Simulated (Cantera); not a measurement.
An isothermal, constant-pressure homogeneous reactor starts with N2O : O2 = 1 : 0.094 (molar parts), at 1248 K and 233 Torr.

Cantera simulation using GRI-Mech 3.0 (53 species, 325 reactions); the numbers are that mechanism's predictions, not measurements. GRI-Mech 3.0 was tuned for natural gas; its chemistry of N2O as a main component is partial and can be far from experiment. The mechanism lacks the step 2 NO + O2 → 2 NO2, which can matter for NO2 below about 1400 K. The temperature is held fixed by assumption; the heat of reaction is taken as removed at once.

One state of this run: x N2O = 0.305; x O2 = 0.252; x NO2 = 0.000165; x NO = 0.0502; x O = 3.03e-6; x N2 = 0.393. x: mole fraction; the columns are a selection and need not sum to one.

Q: Which value of t (s) does it belong to?
(A) 0.0126
(B) 0.0261
(C) 2.00
(D) 0.471

A: C, 2.00
